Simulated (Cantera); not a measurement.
A closed system holds: 1 mol BF₃, 0.17 mol NH₃, 0.14 mol N₂, 2.2 mol O₂, held at 100 Torr.

Equilibrium computed with Cantera from the NASA thermochemical tables; the gas is ideal and each condensed phase is pure. Candidate condensed phases: B, BN, B₂O₃, B₃O₃H₃, H₂O; 62 gas species. Equilibrium is a limit: real reactors are often held back by kinetics, nucleation or transport.

Q: At 1800 K, list the 6 most abundant gas species with their mole fractions, and the condensed phases.

A: O₂ 0.543, BF₃ 0.196, HF 0.133, BOF 0.0663, N₂ 0.0582, NO 0.00182. Condensed: gas only.
